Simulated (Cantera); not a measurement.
Thermodynamics of silicon oxide and oxynitride deposition, feed HMDSO + N₂O + H₂

Input: 1 mol HMDSO, 2.3 mol N₂O, 0.19 mol H₂, equilibrated at 19000 Pa.

Equilibrium computed with Cantera from the NASA thermochemical tables; the gas is ideal and each condensed phase is pure. Candidate condensed phases: C, C₆H₆, C₇H₈, C₈H₁₈, H₂O, Si, SiC, SiO₂, Si₂N₂O, Si₃N₄; 151 gas species. The feed counts by its element totals alone. Mutual solubility and eutectic melting of coexisting phases are not modelled. The tables hold silica as quartz up to 1696 K and as liquid above; real silica turns to tridymite and cristobalite and melts near 1996 K. Equilibrium is a limit: real reactors are often held back by kinetics, nucleation or transport.

```
T (°C)   x H₂     x CO   x N₂     x HCN     x CH₄       x H     x SiO  n C(graphite)  n SiO₂(β-quartz)  n Si₂N₂O(s)  n SiC(s)
------  -----  -------  -----  --------  --------  --------  --------  -------------  ----------------  -----------  --------
852     0.808  0.00695  0.181   1.17e-5   0.00358   9.16e-8  4.94e-11           5.88              1.48        0.260         0
1002    0.782   0.0610  0.156   5.68e-5   0.00108   1.50e-6   3.05e-8           5.27              1.06        0.472         0
1152    0.718    0.180  0.102  0.000164  0.000369   1.33e-5   4.04e-6           3.69                 0        1.000         0
1302    0.718    0.180  0.101  0.000472  0.000178   8.08e-5  0.000113           3.69                 0        0.999         0
1452    0.620    0.222  0.155   0.00130   7.30e-5  0.000336  0.000985          0.707                 0            0      1.99
1602    0.619    0.221  0.154   0.00269   4.41e-5   0.00118   0.00151          0.697                 0            0      1.98
1752    0.615    0.221  0.153   0.00498   2.86e-5   0.00346   0.00217          0.670                 0            0      1.97
```
x: gas mole fraction; n: condensed amount in mol.

From 852 °C to 1002 °C the condensed part is C(graphite) + SiO₂(β-quartz) + Si₂N₂O(s). From 1152 °C to 1302 °C the condensed part is C(graphite) + Si₂N₂O(s). From 1452 °C to 1752 °C the condensed part is C(graphite) + SiC(s).
